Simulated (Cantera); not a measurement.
Mixture: 9.53 % CH4, 0.362 % C2H6, 0.810 % C3H8, 18.8 % O2, 70.5 % N2, equivalence ratio 1.3, at 9.87 atm, adiabatic and at constant pressure. Ignition delay is the time to a rise of 400 K.

Cantera simulation using GRI-Mech 3.0 (53 species, 325 reactions); the numbers are that mechanism's predictions, not measurements.

Q: At T0 = 1773 K, what is the delay, and which 8 reactions control it most (d ln τ / d ln k, from doubling and halving each rate constant)?

A: The delay is 6.10 µs.
```json
[
 {"reaction": "H + O2 <=> O + OH", "d ln τ / d ln k": "-0.44", "faster rate": "shortens it"},
 {"reaction": "CH3 + HO2 <=> CH3O + OH", "d ln τ / d ln k": "-0.27", "faster rate": "shortens it"},
 {"reaction": "C2H5 + CH3 (+M) <=> C3H8 (+M)", "d ln τ / d ln k": "-0.24", "faster rate": "shortens it"},
 {"reaction": "CH4 + H <=> CH3 + H2", "d ln τ / d ln k": "0.18", "faster rate": "lengthens it"},
 {"reaction": "CH3 + O2 <=> CH3O + O", "d ln τ / d ln k": "-0.15", "faster rate": "shortens it"},
 {"reaction": "2 CH3 (+M) <=> C2H6 (+M)", "d ln τ / d ln k": "0.15", "faster rate": "lengthens it"},
 {"reaction": "C2H5 + O2 <=> C2H4 + HO2", "d ln τ / d ln k": "-0.09", "faster rate": "shortens it"},
 {"reaction": "CH3O + O2 <=> CH2O + HO2", "d ln τ / d ln k": "-0.09", "faster rate": "shortens it"}
]
```
